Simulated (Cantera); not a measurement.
# Carbothermic reduction: Ta₂O₅ + CO + H₂

A closed system holds: 1 mol Ta₂O₅, 0.55 mol CO, 0.15 mol H₂, at 2348.15 K and 0.0690 bar.

Cantera equilibrium calculation (NASA polynomials, part measured and part estimated; ideal gas, pure solids and liquids). Candidate condensed phases: C, C₆H₆, C₇H₈, C₈H₁₈, H₂O, Ta, TaC, Ta₂O₅; 113 gas species. The numbers say what is thermodynamically allowed, not how fast it happens.

```json
{
  "x(CO)": "0.775",
  "x(H₂)": "0.200",
  "x(H)": "0.0210",
  "x(TaO₂)": "0.00176",
  "x(H₂O)": "0.00110",
  "x(CO₂)": "0.000741",
  "x(TaO)": "0.000402",
  "x(OH)": "1.99e-5",
  "x(O)": "1.42e-6",
  "n(Ta₂O₅(l))": "0.999 mol",
  "gas_amount": "0.7090 mol",
  "log10 activity of TaC(s) (absent)": "-0.33",
  "log10 activity of C(graphite) (absent)": "-3.45"
}
```
